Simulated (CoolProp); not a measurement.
Vapour-liquid equilibrium of ethanol (1) + ethylbenzene (2) at 104 kPa; x and y are mole fractions of (1).

Values from CoolProp's multi-fluid Helmholtz-energy mixture model, Schroeder 2014 and Zhou 2012; pair parameters Bell 2016.

```tsv
x	bubble temperature (K)	y at the bubble point	dew temperature at overall composition x (K)	liquid density (mol/L)
0.05	383.6	0.548	408.4	7.572
0.15	365.2	0.770	404.3	8.145
0.25	359.2	0.824	399.9	8.669
0.35	356.8	0.844	395.1	9.229
0.45	355.8	0.855	389.6	9.861
0.55	355.1	0.862	383.4	10.59
0.65	354.6	0.871	376.1	11.45
0.75	353.9	0.886	367.2	12.46
0.85	353.1	0.912	356.2	13.68
0.95	352.4	0.962	352.6	15.13
```

No azeotrope shows between x = 0.05 and 0.95.

Pair parameters are fitted to limited data, so mixtures are less certain than the pure fluids. With so large a gap from Raoult's law the liquid may split in two, which this calculation doesn't test in full.
